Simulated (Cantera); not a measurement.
## Stirred combustor or abatement burner

A perfectly stirred reactor is fed with 8.94 % CH4, 0.313 % C2H6, 0.384 % C3H8, 18.9 % O2, 71.4 % N2, equivalence ratio 1.1, at 720 Torr; it is adiabatic with a 650 K inlet, and is followed from long to short residence time, starting on the burning branch (τ in s: 0.06, 0.029, 0.014, 0.0069, 0.0034, 0.0016, 0.00079, 0.00038, 0.00019, 9.1e-05, 4.4e-05).

Cantera simulation using GRI-Mech 3.0 (53 species, 325 reactions); the numbers are that mechanism's predictions, not measurements.

```tsv
τ (s)	T (K)	x CH4	x C2H6	x C3H8	x OH	x HCN
0.060	2388	3.15e-6	1.06e-8	1.51e-8	0.00524	7.33e-7
0.029	2376	5.74e-6	2.17e-8	2.98e-8	0.00568	1.09e-6
0.014	2358	1.00e-5	4.42e-8	5.73e-8	0.00630	1.47e-6
0.0069	2331	1.68e-5	8.74e-8	1.06e-7	0.00708	1.79e-6
0.0034	2295	2.80e-5	1.71e-7	1.92e-7	0.00794	2.04e-6
0.0016	2248	4.92e-5	3.46e-7	3.61e-7	0.00884	2.29e-6
0.00079	2199	8.60e-5	6.66e-7	6.57e-7	0.00953	2.60e-6
0.00038	2145	0.000161	1.33e-6	1.26e-6	0.00993	3.17e-6
0.00019	2094	0.000311	2.67e-6	2.45e-6	0.00991	4.20e-6
9.1e-5	2036	0.000697	6.12e-6	5.50e-6	0.00918	6.51e-6
4.4e-5	1937	0.00229	2.09e-5	1.78e-5	0.00623	1.23e-5
```
x: mole fraction; the columns are a selection and need not sum to one.
